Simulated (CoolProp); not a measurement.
Vapour pressure (MPa) of CHF3 (R23): the reference equation beside estimates from Tc = 26.1 °C, pc = 4.832 MPa, ω = 0.263. Clausius-Clapeyron is anchored at -106.65 °C with a constant enthalpy of vaporisation of 18.09 kJ/mol.

Computed with CoolProp (reference Helmholtz-energy equation of state, Penoncello 2003).

| T (°C) | reference | Lee-Kesler | Clausius-Clapeyron | van der Waals | Soave-Redlich-Kwong | Peng-Robinson |
|---|---|---|---|---|---|---|
| -126.05 | 0.003181 | 0.002884 | 0.003396 | 0.1194 | 0.002968 | 0.003228 |
| -119.55 | 0.006144 | 0.005649 | 0.006350 | 0.1599 | 0.005792 | 0.006196 |
| -113.15 | 0.01105 | 0.01030 | 0.01119 | 0.2084 | 0.01052 | 0.01110 |
| -106.65 | 0.01903 | 0.01796 | 0.01903 | 0.2675 | 0.01826 | 0.01904 |
| -100.15 | 0.03123 | 0.02984 | 0.03108 | 0.3373 | 0.03021 | 0.03117 |
| -93.75 | 0.04883 | 0.04717 | 0.04868 | 0.4174 | 0.04758 | 0.04867 |
| -87.25 | 0.07414 | 0.07232 | 0.07439 | 0.5111 | 0.07272 | 0.07383 |
| -80.75 | 0.1090 | 0.1072 | 0.1105 | 0.6181 | 0.1075 | 0.1085 |
| -74.35 | 0.1548 | 0.1534 | 0.1590 | 0.7371 | 0.1535 | 0.1541 |

Absolute difference from the reference over all 9 rows, mean and median: Lee-Kesler 4.7 and 4.5 %, Clausius-Clapeyron 1.8 and 1.3 %, van der Waals 1379.5 and 980.1 %, Soave-Redlich-Kwong 3.5 and 3.3 %, Peng-Robinson 0.5 and 0.5 %.
